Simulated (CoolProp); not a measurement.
A simple Rankine cycle with water: condensing at 308.15 K, boiler at 1.37 MPa, turbine inlet 617.3 K, turbine efficiency 0.65, pump efficiency 0.8, no recuperator. Each further row changes one setting.

The numbers come from the reference Helmholtz-energy equation of state, Wagner 2002 in CoolProp.

| case | thermal efficiency (%) | net work (kJ/kg) | heat in (kJ/kg) | turbine exit temperature (K) | volume ratio over the turbine |
|---|---|---|---|---|---|
| as stated | 20.6 | 616 | 2990 | 308.1 | 122 |
| turbine inlet 637.3 K | 20.8 | 630 | 3030 | 308.1 | 119 |
| condensing temperature 300.15 K | 21.5 | 651 | 3020 | 300.2 | 186 |
| boiler pressure 0.959 MPa | 19.6 | 587 | 3000 | 308.1 | 86.1 |
| turbine efficiency 0.55 | 17.4 | 521 | 2990 | 334.8 | 135 |

The expansion ends wet for: as stated; turbine inlet 637.3 K; condensing temperature 300.15 K; boiler pressure 0.959 MPa.
